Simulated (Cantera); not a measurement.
## Thermodynamics of silicon carbide growth, feed SiHCl3 + C2H2 + H2

Charge: 1 mol SiHCl3, 0.041 mol C2H2, 230 mol H2, held at 727 °C and 10000 Pa.

Equilibrium computed with Cantera from the NASA thermochemical tables; the gas is ideal and each condensed phase is pure. Candidate condensed phases: C, C6H6, C7H8, C8H18, Si, SiC; 109 gas species. The tables' values for SiCl3 are old estimates; treat these amounts as uncertain. The numbers say what is thermodynamically allowed, not how fast it happens.

x(H2): 0.992
x(HCl): 0.00646
x(SiHCl3): 0.000894
x(SiCl4): 0.000827
x(SiH2Cl2): 0.000104
x(SiCl2): 7.15e-5
x(SiCl3): 4.94e-5
x(CH4): 3.66e-6
x(SiH3Cl): 3.11e-6
n(Si(s)): 0.467 mol
n(SiC(s)): 0.0812 mol
gas amount: 231.6 mol
log10 activity of C(graphite) (absent): -3.41
